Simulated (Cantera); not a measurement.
Feed: 1 mol Si, 0.93 mol HCl, 4.9 mol H2, held at 0.133 bar.

Equilibrium computed with Cantera from the NASA thermochemical tables; the gas is ideal and each condensed phase is pure. Candidate condensed phases: Si; 19 gas species. Equilibrium is a limit: real reactors are often held back by kinetics, nucleation or transport.

Q: What share of the Si ends up in condensed phases as a function of T (K), at 848, 898, 948, 998, 1048, 1098, 1148, 1198, 1248, 1298, 1348, 1398, 1448?

A: 
```csv
T (K),Si condensed (%),as
848,75.0,Si(s)
898,75.3,Si(s)
948,75.8,Si(s)
998,76.5,Si(s)
1048,77.3,Si(s)
1098,78.3,Si(s)
1148,79.3,Si(s)
1198,80.2,Si(s)
1248,80.8,Si(s)
1298,81.2,Si(s)
1348,81.3,Si(s)
1398,81.2,Si(s)
1448,81.0,Si(s)
```
